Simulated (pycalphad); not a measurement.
# Phase fractions of Al-4.18Si-15.35Sn (at.%)

All values are pycalphad results on the COST 507 light-alloy database (1999) (1 atm), not direct measurements. The data set is of 1999 and partly superseded. The system is extrapolated from its subsystems; higher-order compounds may be missing. Phase fractions are per mole of atoms.

| T (K) | liquid | fcc | diamond (Si) | bct (Sn) |
|---|---|---|---|---|
| 875 | 1.000 | - | - | - |
| 800 | 0.233 | 0.734 | 0.034 | - |
| 725 | 0.187 | 0.775 | 0.038 | - |
| 650 | 0.169 | 0.790 | 0.040 | - |
| 575 | 0.161 | 0.798 | 0.041 | - |
| 500 | - | 0.803 | 0.042 | 0.155 |
